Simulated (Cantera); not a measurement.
Input: 1 mol CF₄, 0.26 mol F₂, 1.5 mol H₂, 0.049 mol HCl, held at 1.33 mbar.

Cantera equilibrium calculation (NASA polynomials, part measured and part estimated; ideal gas, pure solids and liquids). Candidate condensed phases: C, C₆H₆, C₇H₈, C₈H₁₈; 118 gas species. The numbers say what is thermodynamically allowed, not how fast it happens.

Task: At 2700 °C, list the 6 most abundant gas species with their mole fractions, and the condensed phases.

Result: HF 0.432, F 0.355, H 0.114, C₃ 0.0404, CF 0.0238, C 0.0180. Condensed: gas only.
